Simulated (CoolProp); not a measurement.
A Linde-Hampson liquefier for oxygen: isothermal reversible compression at 300 K from 1 atm to 40 MPa, throttling to 1 atm, return gas leaving the recuperator 0 K below the feed. Each further row changes one setting.

Computed with CoolProp (reference Helmholtz-energy equation of state, Schmidt 1985).

```
case                        liquid yield per pass  compression work (kJ/kg of gas)
--------------------------  ---------------------  -------------------------------
as stated                                     [?]                              458
high pressure 80 MPa                          [?]                              [?]
warm-end temperature 330 K                    [?]                              [?]
warm-end gap 5 K                              [?]                              458
```

Q: What belongs in the gaps?

A: 
- as stated, liquid yield per pass: 0.155
- high pressure 80 MPa, liquid yield per pass: 0.156
- high pressure 80 MPa, compression work (kJ/kg of gas): 524
- warm-end temperature 330 K, liquid yield per pass: 0.120
- warm-end temperature 330 K, compression work (kJ/kg of gas): 510
- warm-end gap 5 K, liquid yield per pass: 0.146

Above 300 K oxygen's equation is extrapolated.
